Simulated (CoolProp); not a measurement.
Aqueous methanol as a coolant, 38 % by mass, freezing at -35.9 °C, 1 atm.

The numbers come from the Melinder's fits for secondary coolants in CoolProp.

| T (°C) | conductivity (W/(m K)) | cp (kJ/(kg K)) | viscosity (mPa s) | Prandtl number |
|---|---|---|---|---|
| -26.2 | 0.370 | 3.411 | 12.7 | 117 |
| -20 | 0.374 | 3.490 | 9.09 | 84.9 |
| -13.9 | 0.377 | 3.564 | 6.70 | 63.5 |
| -7.7 | 0.380 | 3.634 | 5.05 | 48.3 |
| -1.5 | 0.383 | 3.698 | 3.89 | 37.6 |
| 4.7 | 0.386 | 3.755 | 3.07 | 29.8 |
| 10.9 | 0.390 | 3.803 | 2.46 | 24.0 |
| 17.1 | 0.393 | 3.844 | 2.01 | 19.7 |
| 23.3 | 0.396 | 3.875 | 1.67 | 16.3 |
| 29.5 | 0.400 | 3.896 | 1.40 | 13.6 |
| 35.7 | 0.404 | 3.907 | 1.19 | 11.5 |
